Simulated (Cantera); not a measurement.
Cantera run:

```python
import numpy as np
import cantera as ct

gas_names = """
    Ca CaF CaF2 CaO Ca2 F FO FO2 F2 F2O O O2 O3
""".split()
cond_names = """
    Ca(a) Ca(b) Ca(L) CaF2(a) CaF2(b) CaF2(L) CaO(s) CaO(L)
""".split()


# ... load() reads the species with a 1 bar reference pressure and builds the phases ...
atoms = {
    'CaO': {'Ca': 1, 'O': 1},
    'F2': {'F': 2},
    'O2': {'O': 2},
}
top_T = {}  # K; cautious upper limits of use, not melting points


# ... equilibrate(T, P, feed) seeds the gas with the atoms and calls Mixture.equilibrate('TP', solver="vcs", rtol=1e-11, max_steps=5000) ...
results = []
feed = {'CaO': 1, 'F2': 3.3, 'O2': 0.078}  # mol
P = 6700  # Pa
for T in [875, 950, 1025, 1100, 1175, 1250, 1325, 1400, 1475, 1550, 1625, 1700, 1775]:
    mix = equilibrate(T, P, feed)
    results.append((T, P, feed, dict(zip(mix.species_names, mix.species_moles))))
    x = sorted(zip(gas.X, gas.species_names), reverse=True)
    print(f"T = {T:g} K  P = {P:g} Pa  gas = {mix.phase_moles(0):.4g} mol")
    print("   x: " + "  ".join(f"{s} {v:.3e}" for v, s in x if v > 0.001))
    print("   condensed (mol): " + ("  ".join(f"{mix.phase(i).name} {mix.phase_moles(i):.4g}"
          for i in range(1, mix.n_phases) if mix.phase_moles(i) > 1e-12) or "none"))
```

It prints:

```
T = 875 K  P = 6700 Pa  gas = 2.996 mol
   x: F2 7.283e-01  O2 1.929e-01  F 7.877e-02
   condensed (mol): CaF2(a) 1
T = 950 K  P = 6700 Pa  gas = 3.162 mol
   x: F2 6.375e-01  O2 1.828e-01  F 1.797e-01
   condensed (mol): CaF2(a) 1
T = 1025 K  P = 6700 Pa  gas = 3.466 mol
   x: F2 4.939e-01  F 3.393e-01  O2 1.667e-01
   condensed (mol): CaF2(a) 1
T = 1100 K  P = 6700 Pa  gas = 3.917 mol
   x: F 5.304e-01  F2 3.220e-01  O2 1.476e-01
   condensed (mol): CaF2(a) 1
T = 1175 K  P = 6700 Pa  gas = 4.41 mol
   x: F 6.948e-01  F2 1.741e-01  O2 1.310e-01
   condensed (mol): CaF2(a) 1
T = 1250 K  P = 6700 Pa  gas = 4.783 mol
   x: F 7.965e-01  O2 1.208e-01  F2 8.261e-02
   condensed (mol): CaF2(a) 1
T = 1325 K  P = 6700 Pa  gas = 4.99 mol
   x: F 8.464e-01  O2 1.158e-01  F2 3.773e-02
   condensed (mol): CaF2(a) 1
T = 1400 K  P = 6700 Pa  gas = 5.088 mol
   x: F 8.687e-01  O2 1.136e-01  F2 1.769e-02
   condensed (mol): CaF2(a) 1
T = 1475 K  P = 6700 Pa  gas = 5.133 mol
   x: F 8.786e-01  O2 1.126e-01  F2 8.732e-03
   condensed (mol): CaF2(b) 0.9999
T = 1550 K  P = 6700 Pa  gas = 5.155 mol
   x: F 8.832e-01  O2 1.121e-01  F2 4.564e-03
   condensed (mol): CaF2(b) 0.9995
T = 1625 K  P = 6700 Pa  gas = 5.167 mol
   x: F 8.852e-01  O2 1.118e-01  F2 2.518e-03
   condensed (mol): CaF2(b) 0.9981
T = 1700 K  P = 6700 Pa  gas = 5.177 mol
   x: F 8.856e-01  O2 1.116e-01  F2 1.458e-03  CaF2 1.293e-03
   condensed (mol): CaF2(L) 0.9933
T = 1775 K  P = 6700 Pa  gas = 5.193 mol
   x: F 8.840e-01  O2 1.112e-01  CaF2 3.720e-03
   condensed (mol): CaF2(L) 0.9807
```

Method: chemical equilibrium by Gibbs-energy minimisation in Cantera with the NASA 1993 tables (ideal gas, pure condensed phases).
